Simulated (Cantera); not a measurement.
Charge: 1 mol NF3, a varied amount of H2, equilibrated at 2100 K and 190 Pa.

Method: chemical equilibrium by Gibbs-energy minimisation in Cantera with the NASA 1993 tables (ideal gas, pure condensed phases). Equilibrium is a limit: real reactors are often held back by kinetics, nucleation or transport.

### Question
At 5.5 mol H2, list the 5 most abundant gas species with their mole fractions, and the condensed phases.

### Answer
H2 0.495, HF 0.390, N2 0.0650, H 0.0503, F 2.40e-5. Condensed: gas only.
